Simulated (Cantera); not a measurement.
An adiabatic, constant-volume homogeneous reactor starts with CH4 : CO : O2 : N2 : H2O = 1 : 0.4 : 5.5 : 60.5 : 19 (molar parts), equivalence ratio 0.40, at 1648 K and 6.60 bar. Integrator tolerance rtol = 1e-08.

Detailed kinetics in Cantera: GRI-Mech 3.0 (53 species, 325 reactions).

Q: What does this change do: pressure from 6.60 bar to 26.0 bar?

A: 
```
quantity                                                              before                                    after
---------------------------------  -----------------------------------------  ---------------------------------------
time of steepest temperature rise                                   0.140 ms                                  46.5 µs
temperature at 6.00 s                                                 1973 K                                   1975 K
equilibrium temperature                                               1972 K                                   1975 K
x(CH4) at 6.00 s                       <1e-12 (gas-phase equilibrium <1e-12)    <1e-12 (gas-phase equilibrium <1e-12)
x(CO) at 6.00 s                      3.18e-5 (gas-phase equilibrium 3.17e-5)  1.63e-5 (gas-phase equilibrium 1.63e-5)
x(O2) at 6.00 s                        0.0367 (gas-phase equilibrium 0.0366)    0.0367 (gas-phase equilibrium 0.0367)
x(C2H6) at 6.00 s                      <1e-12 (gas-phase equilibrium <1e-12)    <1e-12 (gas-phase equilibrium <1e-12)
x(NO) at 6.00 s                      0.00278 (gas-phase equilibrium 0.00280)  0.00282 (gas-phase equilibrium 0.00282)
x(C2H2) at 6.00 s                      <1e-12 (gas-phase equilibrium <1e-12)    <1e-12 (gas-phase equilibrium <1e-12)
x(H2) at 6.00 s                    0.000106 (gas-phase equilibrium 0.000106)  5.44e-5 (gas-phase equilibrium 5.44e-5)
```
The pressure lies above the range GRI-Mech 3.0 was tuned for (to about 10 atm).
